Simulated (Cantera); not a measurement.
**Equilibrium for halide evaporation, hydrolysis and transport: CaF₂ + N₂**

Charge: 1 mol CaF₂, 1.2 mol N₂, equilibrated at 850 K and 0.00100 bar.

These are equilibrium values from Cantera (NASA tables, ideal gas, pure condensed phases), not measurements of a reactor. Candidate condensed phases: Ca, CaF₂; 11 gas species. Kinetics and transport are ignored.

| Property | Value |
|---|---|
| x(N₂) | 1.00 |
| n(CaF₂(s)) | 1.00 mol |
| gas amount | 1.200 mol |
| log10 activity of Ca(s) (absent) | -33.10 |
